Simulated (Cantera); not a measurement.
A closed system holds: 1 mol Si₃N₄, 0.68 mol H₂O, 210 mol H₂, at 1702 °C.

These are equilibrium values from Cantera (NASA tables, ideal gas, pure condensed phases), not measurements of a reactor. Candidate condensed phases: H₂O, Si, SiO₂, Si₂N₂O, Si₃N₄; 35 gas species. The tables' values for SiN are old estimates; treat these amounts as uncertain. Gases not in the tables: Si₂H₆ and higher silanes. The numbers say what is thermodynamically allowed, not how fast it happens.

Question: At 0.00320 bar, list the 6 most abundant gas species with their mole fractions, and the condensed phases.

Answer: H₂ 0.954, H 0.0236, Si 0.00986, N₂ 0.00915, SiO 0.00312, SiH 0.000392. Condensed: gas only.
